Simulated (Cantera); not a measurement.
Input (Python, Cantera) and output of one run.

```python
import numpy as np
import cantera as ct

gas_names = """
    CL CL2 H HCL H2 Si SiCL SiCL2 SiCL3 SiCL4 SiH SiHCL3 SiH2 SiH2CL2 SiH3 SiH3CL SiH4 Si2 Si3
""".split()
cond_names = """
    Si(cr) Si(L)
""".split()


# ... load() reads the species with a 1 bar reference pressure and builds the phases ...
atoms = {
    'SiCl4': {'Si': 1, 'CL': 4},
    'Cl2': {'CL': 2},
    'H2': {'H': 2},
}
top_T = {}  # K; cautious upper limits of use, not melting points


# ... equilibrate(T, P, feed) seeds the gas with the atoms and calls Mixture.equilibrate('TP', solver="vcs", rtol=1e-11, max_steps=5000) ...
results = []
T = 1125  # K
P = 101325  # Pa
for m in [0.27, 0.74, 1.2, 1.7, 2.2, 2.6, 3.1, 3.6, 4, 4.5]:
    feed = {'SiCl4': 1, 'Cl2': 1.3, 'H2': m}  # mol
    mix = equilibrate(T, P, feed)
    results.append((T, P, feed, dict(zip(mix.species_names, mix.species_moles))))
    x = sorted(zip(gas.X, gas.species_names), reverse=True)
    print(f"T = {T:g} K  P = {P:g} Pa  n(H2) = {m:g} mol  gas = {mix.phase_moles(0):.4g} mol")
    print("   x: " + "  ".join(f"{s} {v:.3e}" for v, s in x if v > 0.0001))
    print("   condensed (mol): " + ("  ".join(f"{mix.phase(i).name} {mix.phase_moles(i):.4g}"
          for i in range(1, mix.n_phases) if mix.phase_moles(i) > 1e-12) or "none"))
```

Result:

```
T = 1125 K  P = 101325 Pa  n(H2) = 0.27 mol  gas = 2.572 mol
   x: CL2 3.999e-01  SiCL4 3.889e-01  HCL 2.100e-01  CL 1.289e-03
   condensed (mol): none
T = 1125 K  P = 101325 Pa  n(H2) = 0.74 mol  gas = 3.041 mol
   x: HCL 4.866e-01  SiCL4 3.288e-01  CL2 1.837e-01  CL 8.736e-04
   condensed (mol): none
T = 1125 K  P = 101325 Pa  n(H2) = 1.2 mol  gas = 3.501 mol
   x: HCL 6.856e-01  SiCL4 2.857e-01  CL2 2.839e-02  CL 3.435e-04
   condensed (mol): none
T = 1125 K  P = 101325 Pa  n(H2) = 1.7 mol  gas = 4 mol
   x: HCL 6.508e-01  SiCL4 2.492e-01  H2 9.926e-02  SiHCL3 6.601e-04  SiCL3 1.507e-04
   condensed (mol): none
T = 1125 K  P = 101325 Pa  n(H2) = 2.2 mol  gas = 4.5 mol
   x: HCL 5.792e-01  SiCL4 2.207e-01  H2 1.986e-01  SiHCL3 1.314e-03  SiCL3 2.121e-04
   condensed (mol): none
T = 1125 K  P = 101325 Pa  n(H2) = 2.6 mol  gas = 4.901 mol
   x: HCL 5.325e-01  H2 2.634e-01  SiCL4 2.021e-01  SiHCL3 1.736e-03  SiCL3 2.433e-04
   condensed (mol): none
T = 1125 K  P = 101325 Pa  n(H2) = 3.1 mol  gas = 5.401 mol
   x: HCL 4.839e-01  H2 3.310e-01  SiCL4 1.827e-01  SiHCL3 2.171e-03  SiCL3 2.714e-04
   condensed (mol): none
T = 1125 K  P = 101325 Pa  n(H2) = 3.6 mol  gas = 5.901 mol
   x: HCL 4.435e-01  H2 3.871e-01  SiCL4 1.666e-01  SiHCL3 2.527e-03  SiCL3 2.921e-04
   condensed (mol): none
T = 1125 K  P = 101325 Pa  n(H2) = 4 mol  gas = 6.301 mol
   x: H2 4.256e-01  HCL 4.157e-01  SiCL4 1.556e-01  SiHCL3 2.767e-03  SiCL3 3.051e-04
   condensed (mol): none
T = 1125 K  P = 101325 Pa  n(H2) = 4.5 mol  gas = 6.801 mol
   x: H2 4.673e-01  HCL 3.857e-01  SiCL4 1.437e-01  SiHCL3 3.024e-03  SiCL3 3.181e-04
   condensed (mol): none
```

Equilibrium computed with Cantera from the NASA thermochemical tables; the gas is ideal and each condensed phase is pure. The tables' values for SiCl3 are old estimates; treat these amounts as uncertain.
